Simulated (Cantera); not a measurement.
An adiabatic, constant-volume homogeneous reactor starts with CH₄ : CO : O₂ : N₂ = 1 : 0.64 : 4.94 : 18.6 (molar parts), equivalence ratio 0.47, at 1748 K and 100000 Pa.

Detailed kinetics in Cantera: GRI-Mech 3.0 (53 species, 325 reactions).

### Question
Predict: time of steepest temperature rise; temperature at 1.00 s; equilibrium temperature; x(CO) at 1.00 s; x(O₂) at 1.00 s; x(CO₂) at 1.00 s.

### Answer
* **time of steepest temperature rise**: 0.139 ms
* **temperature at 1.00 s**: 2674 K
* **equilibrium temperature**: 2674 K
* **x(CO) at 1.00 s**: 0.0122 (gas-phase equilibrium 0.0122)
* **x(O₂) at 1.00 s**: 0.0939 (gas-phase equilibrium 0.0939)
* **x(CO₂) at 1.00 s**: 0.0527 (gas-phase equilibrium 0.0527)
